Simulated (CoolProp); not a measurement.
Saturation properties of decamethyltetrasiloxane (MD2M) (Tc = 599.4 K, pc = 1.144 MPa, ω = 0.635).

Computed with CoolProp (reference Helmholtz-energy equation of state, Thol 2017).

| T (K) | p (MPa) | liquid density (kg/m³) | vapour density (kg/m³) | surface tension (mN/m) |
|---|---|---|---|---|
| 324.4 | 0.0003433 | 822.5 | 0.03957 | 15.2 |
| 334.9 | 0.0006540 | 812.0 | 0.07307 | 14.4 |
| 345.4 | 0.001184 | 801.4 | 0.1283 | 13.6 |
| 355.8 | 0.002035 | 790.9 | 0.2145 | 12.8 |
| 366.3 | 0.003375 | 780.2 | 0.3461 | 12.0 |
| 376.8 | 0.005392 | 769.4 | 0.5387 | 11.3 |
| 387.3 | 0.008327 | 758.5 | 0.8120 | 10.5 |
| 397.7 | 0.01243 | 747.5 | 1.185 | 9.82 |

It boils at 467.6 K under 1 atm.

Surface tension comes from a separate correlation (Mulero 2014), older than this fluid's equation and unchecked against measurements.
